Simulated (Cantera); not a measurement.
Feed: 1 mol FeS, 0.23 mol SO₂, 0.044 mol CO₂, equilibrated at 0.100 bar.

Equilibrium computed with Cantera from the NASA thermochemical tables; the gas is ideal and each condensed phase is pure. Candidate condensed phases: C, Fe, Fe(CO)₅, FeO, FeS, FeSO₄, FeS₂, Fe₂O₃, Fe₂(SO₄)₃, Fe₃O₄, S; 25 gas species. Metal and sulfide melt together well below either melting point, which pure phases cannot show. Mutual solubility and eutectic melting of coexisting phases are not modelled. The tables' stoichiometric FeO is somewhat more stable than real wüstite, so its field is too wide. FeO, FeS: taken at fixed stoichiometry. Gases not in the tables: S₃ to S₇. Kinetics and transport are ignored.

Which condensed phases are stable at each of these points (T (K)): 825, 875, 925, 975, 1025, 1075, 1125, 1175, 1225, 1275, 1325, 1375?


```tsv
T (K)	condensed phases	Fe condensed (%)
825	FeS(s) + FeS₂(s) + Fe₃O₄(s)	100.0
875	FeS(s) + Fe₃O₄(s)	100.0
925	FeS(s) + Fe₃O₄(s)	100.0
975	FeS(s) + Fe₃O₄(s)	100.0
1025	FeS(s) + Fe₃O₄(s)	100.0
1075	FeS(s) + Fe₃O₄(s)	100.0
1125	FeS(s) + Fe₃O₄(s)	100.0
1175	FeS(s) + Fe₃O₄(s)	100.0
1225	FeS(s) + Fe₃O₄(s)	100.0
1275	FeS(s) + Fe₃O₄(s)	100.0
1325	FeS(s) + Fe₃O₄(s)	100.0
1375	FeO(s) + FeS(s)	100.0
```

At 825 K the condensed part is FeS(s) + FeS₂(s) + Fe₃O₄(s). From 875 K to 1325 K the condensed part is FeS(s) + Fe₃O₄(s). At 1375 K the condensed part is FeO(s) + FeS(s).
